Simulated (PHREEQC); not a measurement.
# Alkaline etch or developer: speciation

Make-up at 25 °C: 0.24 mmol/kgw KOH, 1.2 mmol/kgw K2SiO3 and 0.98 mmol/kgw (CH3)4NCl. Closed to the air; pH follows from the charge balance.

All values are PHREEQC results (ion-association model, wateq4f.dat), not measurements.

This is a speciation only: nothing precipitates in the calculation.

Q: Predict the pH.

A: pH 11.14.

Q: In which forms is Si present?

A: H3SiO4- 95 %, H4SiO4 4.3 %, H2SiO4-2 1.1 % of the Si.

(CH3)4N+ isn't in the database: it is added as a free cation with an ion size of 4 Å.
